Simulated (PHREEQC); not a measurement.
Make-up at 25 °C: 0.0033 mol/kgw NaHSO4 and 0.38 mol/kgw K2HPO4. Closed to the air; pH follows from the charge balance.

Computed with PHREEQC (ion-association model, phreeqc.dat).

Precipitation was switched off in this run.

Question: Estimate the pH.

Answer: pH 8.50.

Question: In which forms is P present?

Answer: HPO4-2 82 %, KHPO4- 17 %, H2PO4- 1.1 % of the P.

Ionic strength above about 0.7 mol/kgw puts this run outside the model's range. Complexes and solids missing from the database can't appear.
